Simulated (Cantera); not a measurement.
A Cantera script and its output.

```python
import numpy as np
import cantera as ct

gas = ct.Solution("gri30.yaml")
gas.TPX = 1548, 1000000, {'CH4': 0.19, 'H2O': 1.3}
inlet = ct.Reservoir(gas, clone=True)

reactor = ct.IdealGasConstPressureReactor(gas, energy="off", clone=False)
exhaust = ct.Reservoir(gas, clone=True)
tau = [2, 0.61, 0.18, 0.054, 0.016, 0.0048, 0.0014, 0.00042][0]
for a, b in ((inlet, reactor), (reactor, exhaust)):
    ct.MassFlowController(a, b, mdot=lambda t: reactor.mass / tau)
net = ct.ReactorNet([reactor])
show = ['CH4', 'H2O', 'H2', 'CO2', 'C2H4', 'C2H6', 'C2H2']

rows = []
print(f"{'tau/s':>10s}{'T/K':>9s}" + "".join(f"{s:>11s}" for s in show))
for tau in [2, 0.61, 0.18, 0.054, 0.016, 0.0048, 0.0014, 0.00042]:
    net.initial_time = 0.0
    net.advance(30 * tau)
    before = gas.X
    net.advance(40 * tau)
    drift = np.max(np.abs(gas.X - before) / (gas.X + 1e-9))
    rows.append([gas.T, *gas[show].X, drift])
    print(f"{tau:10.3e}{gas.T:9.1f}" + "".join(f"{x:11.3e}" for x in gas[show].X))
```

Output:

```
     tau/s      T/K        CH4        H2O         H2        CO2       C2H4       C2H6       C2H2
 2.000e+00   1548.0  4.143e-02  6.748e-01  2.198e-01  2.975e-02  1.714e-03  2.680e-05  4.306e-03
 6.100e-01   1548.0  5.117e-02  7.247e-01  1.728e-01  2.201e-02  2.968e-03  4.467e-05  9.327e-03
 1.800e-01   1548.0  6.209e-02  7.768e-01  1.228e-01  1.172e-02  3.435e-03  6.866e-05  1.436e-02
 5.400e-02   1548.0  7.964e-02  8.201e-01  7.534e-02  3.715e-03  2.629e-03  1.283e-04  1.425e-02
 1.600e-02   1548.0  1.003e-01  8.488e-01  3.767e-02  6.059e-04  1.904e-03  2.557e-04  8.758e-03
 4.800e-03   1548.0  1.155e-01  8.641e-01  1.466e-02  5.856e-05  1.607e-03  3.999e-04  3.101e-03
 1.400e-03   1548.0  1.234e-01  8.705e-01  4.034e-03  3.398e-06  8.715e-04  4.298e-04  4.905e-04
 4.200e-04   1548.0  1.263e-01  8.722e-01  9.030e-04  9.688e-08  2.152e-04  2.826e-04  3.222e-05
```

Computed with Cantera and GRI-Mech 3.0 (53 species, 325 reactions).
